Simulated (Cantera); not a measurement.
A freely propagating, adiabatic, planar premixed flame of 24.5 % H2, 15.9 % O2, 59.7 % N2, unburnt at 575 K and 100.0 Torr; mixture-averaged transport, grid criteria slope 0.08 and curve 0.16, no radiation.

Model: the H2/O2 subset of GRI-Mech 3.0, which has no nitrogen chemistry, integrated in Cantera. Burning velocities carry a grid error of a few per cent, more on coarse grids.

x: mole fraction of selected species; z is measured from the peak of heat release.

```tsv
z (mm)	T (K)	u (m/s)	x H2	x O2	x O	x H2O2	x H	x H2O
-19.1	575	4.73	0.245	0.159	<1e-8	<1e-8	<1e-8	<1e-8
-12.7	575	4.73	0.245	0.159	<1e-8	<1e-8	<1e-8	<1e-8
-9.54	575	4.73	0.245	0.159	<1e-8	<1e-8	<1e-8	<1e-8
-6.36	575	4.73	0.245	0.159	<1e-8	<1e-8	9.34e-8	2.27e-8
-3.18	584	4.79	0.243	0.159	7.86e-6	?	0.000248	0.000562
-1.59	715	5.80	0.219	0.155	0.000257	?	0.00722	0.0126
0	1095	8.62	0.101	0.111	0.00770	?	0.0499	0.105
1.59	1356	10.5	0.0322	0.0637	0.0166	?	0.0632	0.185
3.18	1476	11.4	0.0283	0.0574	0.0173	?	0.0547	0.197
6.36	1612	12.3	0.0280	0.0541	0.0161	?	0.0428	0.205
12.7	1760	13.3	0.0262	0.0508	0.0139	?	0.0307	0.215
25.4	1909	14.3	0.0227	0.0477	0.0109	?	0.0199	0.226
50.9	2045	15.1	0.0177	0.0450	0.00778	?	0.0115	0.239
```

What belongs in the gaps?


- -3.18, x H2O2: 8.56e-7
- -1.59, x H2O2: 1.20e-6
- 0, x H2O2: 8.78e-7
- 1.59, x H2O2: 9.89e-7
- 3.18, x H2O2: 7.35e-7
- 6.36, x H2O2: 4.31e-7
- 12.7, x H2O2: 2.24e-7
- 25.4, x H2O2: 1.20e-7
- 50.9, x H2O2: 7.43e-8
